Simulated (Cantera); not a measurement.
Standard-state values (1 bar) from the NASA 1993 polynomials, evaluated with Cantera. Values are per mole of reaction as written; species without (g) are pure solids or liquids, kept so even where they would boil at 1 bar. ZrN: taken at fixed stoichiometry.

ZrN + 2 OH(g) → 2 H(g) + N(g) + ZrO₂(g)

```json
[
 {"T (K)": "300", "ΔH° (kJ)": "909.1", "ΔS° (J/K)": "250.1", "ΔG° (kJ)": "834.0", "log10 K": "-145.21"},
 {"T (K)": "423", "ΔH° (kJ)": "910.1", "ΔS° (J/K)": "252.9", "ΔG° (kJ)": "803.1", "log10 K": "-99.17"},
 {"T (K)": "448", "ΔH° (kJ)": "[?]", "ΔS° (J/K)": "[?]", "ΔG° (kJ)": "[?]", "log10 K": "[?]"},
 {"T (K)": "473", "ΔH° (kJ)": "910.5", "ΔS° (J/K)": "253.9", "ΔG° (kJ)": "790.4", "log10 K": "-87.28"},
 {"T (K)": "498", "ΔH° (kJ)": "910.7", "ΔS° (J/K)": "254.3", "ΔG° (kJ)": "784.0", "log10 K": "-82.24"},
 {"T (K)": "523", "ΔH° (kJ)": "[?]", "ΔS° (J/K)": "[?]", "ΔG° (kJ)": "[?]", "log10 K": "[?]"},
 {"T (K)": "548", "ΔH° (kJ)": "911.1", "ΔS° (J/K)": "255.0", "ΔG° (kJ)": "771.3", "log10 K": "-73.52"},
 {"T (K)": "573", "ΔH° (kJ)": "911.3", "ΔS° (J/K)": "255.4", "ΔG° (kJ)": "764.9", "log10 K": "-69.73"},
 {"T (K)": "598", "ΔH° (kJ)": "911.5", "ΔS° (J/K)": "255.7", "ΔG° (kJ)": "758.5", "log10 K": "-66.26"},
 {"T (K)": "623", "ΔH° (kJ)": "911.7", "ΔS° (J/K)": "256.0", "ΔG° (kJ)": "752.1", "log10 K": "-63.06"},
 {"T (K)": "648", "ΔH° (kJ)": "[?]", "ΔS° (J/K)": "[?]", "ΔG° (kJ)": "[?]", "log10 K": "[?]"}
]
```

Task: Some entries are withheld; supply them.

Result: 
- 448, ΔH° (kJ): 910.3
- 448, ΔS° (J/K): 253.4
- 448, ΔG° (kJ): 796.7
- 448, log10 K: -92.89
- 523, ΔH° (kJ): 910.9
- 523, ΔS° (J/K): 254.7
- 523, ΔG° (kJ): 777.7
- 523, log10 K: -77.67
- 648, ΔH° (kJ): 911.9
- 648, ΔS° (J/K): 256.3
- 648, ΔG° (kJ): 745.7
- 648, log10 K: -60.11
